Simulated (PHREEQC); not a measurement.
Model water analysis in mmol/kgw, 88 °C, pH 6.75, pe 9.8: Na 0.00261; K 0.000552; Ca 0.00171; Mg 0.000621; Cl 0.0034; S(6) 0.00107; Alkalinity (meq/kgw) 0.00221; Sr 0.000117; N(5) 5.19e-06.

Valence states are taken as typed.

Equilibrium calculation in PHREEQC: ion-association model, phreeqc.dat.

Precipitation was switched off in this run.

Problem. What ionic strength, charge-balance error does the model give?

Solution. ionic strength 1.16e-5 mol/kgw; charge-balance error 1.9 %.

Problem. In which forms is C present?

Solution. HCO3- 71 %, CO2 29 % of the C.

Away from 25 °C the constants follow the database's enthalpies or fits; those with neither stay at their 25 °C values.
